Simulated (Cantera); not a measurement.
A closed system holds: 1 mol FeS, 4.5 mol H₂, 11 mol N₂, equilibrated at 1098 K and 13.3 mbar.

Cantera equilibrium calculation (NASA polynomials, part measured and part estimated; ideal gas, pure solids and liquids). Candidate condensed phases: Fe, FeS, FeS₂, S; 16 gas species. Mutual solubility and eutectic melting of coexisting phases are not modelled. FeS: taken at fixed stoichiometry. The numbers say what is thermodynamically allowed, not how fast it happens.

Base state: N₂ 0.710, H₂ 0.290, H₂S 0.000653 (mole fractions); condensed: Fe(α) + FeS(s).

### Question
What changes in the equilibrium state with this change: 0.016 mol O₂ added?

### Answer
```json
[
 {"species": "N₂", "before": "0.710", "after": "0.710"},
 {"species": "H₂", "before": "0.290", "after": "0.288"},
 {"species": "H₂O", "before": "0", "after": "0.00206"},
 {"species": "H₂S", "before": "0.000653", "after": "0.000648"},
 {"species": "Fe(α), mol", "before": "0.0101", "after": "0.0101"},
 {"species": "FeS(s), mol", "before": "0.990", "after": "0.990"}
]
```
Further candidate phases: FeO, Fe(OH)₂, Fe(OH)₃, FeSO₄, Fe₂O₃, Fe₂(SO₄)₃, Fe₃O₄, H₂O, H₂SO₄.
